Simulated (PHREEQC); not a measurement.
# Hard or scaling water: an equilibrium model

Make-up at 25 °C: 0.039 mmol/kgw Ca(HCO3)2, 0.011 mmol/kgw NaHCO3 and 0.0011 mmol/kgw H4SiO4. Closed to the air; pH follows from the charge balance.

The numbers come from PHREEQC with the Pitzer model, pitzer.dat.

pH: 8.06
ionic strength: 0.000129 mol/kgw
osmotic coefficient: 0.992
total alkalinity: 0.0890 meq/kg

```
species  molality  activity   log γ
-------  --------  --------  ------
HCO3-     8.69e-5   8.58e-5  -0.006
Ca+2      3.90e-5   3.70e-5  -0.023
Na+       1.10e-5   1.09e-5  -0.005
CO2       1.65e-6   1.65e-6   0.000
OH-       1.17e-6   1.15e-6  -0.006
H4SiO4    1.08e-6   1.08e-6   0.000
CO3-2     4.72e-7   4.48e-7  -0.023
H3SiO4-   1.84e-8   1.82e-8  -0.006
H+        8.89e-9   8.77e-9  -0.006
```

This is a speciation only: nothing precipitates in the calculation.
